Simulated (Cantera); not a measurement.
**Equilibrium for aluminium nitride and oxide growth: Al(CH3)3 + N2 + N2O**

Input: 1 mol Al(CH3)3, 2.4 mol N2, 5.5 mol N2O, at 7100 Pa.

Cantera equilibrium calculation (NASA polynomials, part measured and part estimated; ideal gas, pure solids and liquids). Candidate condensed phases: Al, AlN, Al2O3, C, C6H6, C7H8, C8H18, H2O; 148 gas species. The feed counts by its element totals alone. Equilibrium is a limit: real reactors are often held back by kinetics, nucleation or transport.

| T (K) | x N2 | x H2 | x CO | x CO2 | x H2O | n Al2O3(s) | n C(graphite) |
|---|---|---|---|---|---|---|---|
| 800 | 0.536 | 0.252 | 0.0975 | 0.0666 | 0.0409 | 0.500 | 0.494 |
| 900 | 0.513 | 0.264 | 0.157 | 0.0378 | 0.0276 | 0.500 | 0 |
| 1000 | 0.513 | 0.258 | 0.164 | 0.0310 | 0.0340 | 0.500 | 0 |
| 1100 | 0.513 | 0.253 | 0.169 | 0.0258 | 0.0391 | 0.500 | 0 |
| 1200 | 0.513 | 0.249 | 0.173 | 0.0218 | 0.0431 | 0.500 | 0 |
| 1300 | 0.513 | 0.246 | 0.176 | 0.0188 | 0.0462 | 0.500 | 0 |
| 1400 | 0.513 | 0.244 | 0.178 | 0.0164 | 0.0486 | 0.500 | 0 |
| 1500 | 0.513 | 0.242 | 0.180 | 0.0145 | 0.0504 | 0.500 | 0 |
| 1600 | 0.513 | 0.240 | 0.182 | 0.0131 | 0.0519 | 0.500 | 0 |
| 1700 | 0.513 | 0.239 | 0.183 | 0.0119 | 0.0530 | 0.500 | 0 |
| 1800 | 0.513 | 0.238 | 0.184 | 0.0109 | 0.0540 | 0.500 | 0 |
| 1900 | 0.513 | 0.237 | 0.185 | 0.0101 | 0.0547 | 0.500 | 0 |
| 2000 | 0.512 | 0.235 | 0.185 | 0.00949 | 0.0553 | 0.500 | 0 |
| 2100 | 0.511 | 0.233 | 0.185 | 0.00896 | 0.0556 | 0.500 | 0 |
x: gas mole fraction; n: condensed amount in mol.

At 800 K the condensed part is Al2O3(s) + C(graphite). From 900 K to 2100 K the condensed part is Al2O3(s).
